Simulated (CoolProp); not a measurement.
Model: reference Helmholtz-energy equation of state, Lemmon 2022, in CoolProp.

For R1234yf, give the phase and the density (kg/m³), isothermal compressibility (1/MPa) at 136.85 °C and 6.15 MPa; 136.85 °C and 8.46 MPa.


- 136.85 °C and 6.15 MPa: supercritical; density 451, isothermal compressibility 0.295
- 136.85 °C and 8.46 MPa: supercritical; density 654, isothermal compressibility 0.0799
